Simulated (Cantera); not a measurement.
A closed system holds: 1 mol AlN, 41 mol Cl₂, 21 mol H₂, equilibrated at 1400 °C and 1.50 Pa.

Equilibrium computed with Cantera from the NASA thermochemical tables; the gas is ideal and each condensed phase is pure. Candidate condensed phases: Al, AlCl₃, AlN, NH₄Cl; 20 gas species. The tables' values for AlCl₂ are old estimates; treat these amounts as uncertain. Kinetics and transport are ignored.

Base state: HCl 0.517, Cl 0.463, AlCl₃ 0.00994, N₂ 0.00618, AlCl₂ 0.00147, AlCl 0.000948, H 0.000757, H₂ 0.000661 (mole fractions); condensed: gas only.

Task: What changes in the equilibrium state with this change: pressure from 1.50 Pa to 44.0 mbar?

Result: 
```json
[
 {"species": "HCl", "before": "0.517", "after": "0.584"},
 {"species": "Cl", "before": "0.463", "after": "0.275"},
 {"species": "Cl₂", "before": "0.000116", "after": "0.120"},
 {"species": "AlCl₃", "before": "0.00994", "after": "0.0139"},
 {"species": "AlCl", "before": "0.000948", "after": "<1e-9"},
 {"species": "H", "before": "0.000757", "after": "4.91e-7"},
 {"species": "AlCl₂", "before": "0.00147", "after": "1.18e-6"}
]
```

Task: What changes in the equilibrium state with this change: temperature from 1400 °C to 1427 °C?

Result: 
| species | before | after |
|---|---|---|
| HCl | 0.517 | 0.514 |
| Cl | 0.463 | 0.465 |
| AlCl₃ | 0.00994 | 0.00840 |
| AlCl | 0.000948 | 0.00192 |
| H | 0.000757 | 0.00124 |

Task: What changes in the equilibrium state with this change: Cl₂ from 41 to 4.1 mol?

Result: 
```
species    before     after
-------  --------  --------
H₂       0.000661     0.649
HCl         0.517     0.263
AlCl     0.000948    0.0367
Cl          0.463   0.00751
H        0.000757    0.0237
N₂        0.00618    0.0189
Cl₂      0.000116   3.05e-8
Al        1.24e-8   2.95e-5
AlCl₃     0.00994  0.000101
AlCl₂     0.00147  0.000924
```
